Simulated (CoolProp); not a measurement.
Values from CoolProp's reference Helmholtz-energy equation of state, Setzmann 1991.

**Question.** For methane, give the phase and the cv (kJ/(kg K)) at -133.75 °C and 5.09 bar; 56.65 °C and 5.09 bar.

**Answer.** 
- -133.75 °C and 5.09 bar: gas; cv 1.67
- 56.65 °C and 5.09 bar: gas; cv 1.79
